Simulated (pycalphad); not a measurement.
CALPHAD calculation (pycalphad, COST 507 light-alloy database (1999)), 1 atm. These are 1990s assessments: newer ones move some temperatures and phases. Phase fractions are per mole of atoms. Kinetics are ignored, which matters at the lower temperatures.

**Question.** Give the equilibrium state of Si-89.1Zr (at.%) at 925 K.

**Answer.** 
```
T = 925.00 K, P = 101325 Pa, N = 1 mol of atoms
G = -69434 J/mol, H = -8640 J/mol, S = 65.72 J/(mol K)  (SER reference)
chemical potentials (J/mol): Si -245020, Zr -47954
phase             fraction      x(Si)      x(Zr)
HCP_A3              0.5640      1e-14     1.0000
SIZR3               0.4360     0.2500     0.7500
```

**Question.** Give the equilibrium state of Si-89.1Zr (at.%) at 1900 K.

**Answer.** 
```
T = 1900.00 K, P = 101325 Pa, N = 1 mol of atoms
G = -148798 J/mol, H = 54713 J/mol, S = 107.11 J/(mol K)  (SER reference)
chemical potentials (J/mol): Si -262444, Zr -134895
phase             fraction      x(Si)      x(Zr)
LIQUID              0.9789     0.1060     0.8940
SIZR3               0.0211     0.2500     0.7500
```

Database names, with the compositions (at.%) that they take in these runs: SIZR3: Zr 75 Si 25. HCP_A3 is hcp.
